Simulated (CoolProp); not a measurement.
Properties of nitrogen along the isobar 0.101 MPa.

The numbers come from the reference Helmholtz-energy equation of state, Span 2000 in CoolProp.

```tsv
T (K)	phase	density (kg/m³)	cp (kJ/(kg K))	viscosity (µPa s)	conductivity (mW/(m K))
82	gas	4.304	1.106	5.76	7.64
89	gas	3.934	1.088	6.23	8.32
96	gas	3.626	1.077	6.70	9.00
103	gas	3.365	1.069	7.15	9.67
110	gas	3.141	1.063	7.61	10.3
117	gas	2.945	1.059	8.06	11.0
124	gas	2.773	1.055	8.50	11.6
131	gas	2.621	1.053	8.93	12.3
138	gas	2.485	1.051	9.36	12.9
145	gas	2.362	1.049	9.78	13.6
152	gas	2.251	1.048	10.2	14.2
159	gas	2.151	1.047	10.6	14.8
166	gas	2.059	1.046	11.0	15.4
173	gas	1.974	1.045	11.4	16.0
180	gas	1.897	1.045	11.8	16.6
187	gas	1.825	1.044	12.2	17.2
```

Viscosity comes from a separate model (Lemmon 2004). Thermal conductivity comes from a separate model (Lemmon 2004).
